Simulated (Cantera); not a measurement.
**Stirred combustor or abatement burner**

A perfectly stirred reactor is fed with C2H4 : O2 : N2 : H2O = 1 : 7.14 : 26.9 : 2.7 (molar parts), at 7500 Torr; it is adiabatic with a 550 K inlet, and is followed from long to short residence time, starting on the burning branch (τ in s: 0.081, 0.037, 0.017, 0.0074, 0.0034, 0.0015, 0.00068, 0.00031, 0.00014, 6.2e-05).

Model: GRI-Mech 3.0 (53 species, 325 reactions), integrated in Cantera. GRI-Mech 3.0 was tuned for natural gas; its chemistry of ethylene as a main component is partial and can be far from experiment.

```tsv
τ (s)	T (K)	x C2H4	x O2	x CO	x C2H6	x H	x N2O	x CH3
0.081	1541	8.53e-6	0.110	0.000185	1.24e-11	1.32e-7	8.06e-7	6.36e-8
0.037	1540	1.53e-5	0.110	0.000337	5.10e-11	2.70e-7	1.16e-6	1.44e-7
0.017	1537	2.75e-5	0.110	0.000616	2.15e-10	5.54e-7	1.61e-6	3.25e-7
0.0074	1531	5.24e-5	0.110	0.00120	1.09e-9	1.20e-6	2.10e-6	7.93e-7
0.0034	1519	0.000102	0.111	0.00239	6.02e-9	2.41e-6	2.31e-6	1.92e-6
0.0015	1479	0.000275	0.114	0.00641	8.21e-8	4.60e-6	1.89e-6	5.90e-6
0.00068	550	0.0265	0.189	<1e-12	<1e-12	<1e-12	<1e-12	<1e-12
0.00031	550	0.0265	0.189	<1e-12	<1e-12	<1e-12	<1e-12	<1e-12
0.00014	550	0.0265	0.189	<1e-12	<1e-12	<1e-12	<1e-12	<1e-12
6.2e-5	550	0.0265	0.189	<1e-12	<1e-12	<1e-12	<1e-12	<1e-12
```
x: mole fraction; the columns are a selection and need not sum to one.
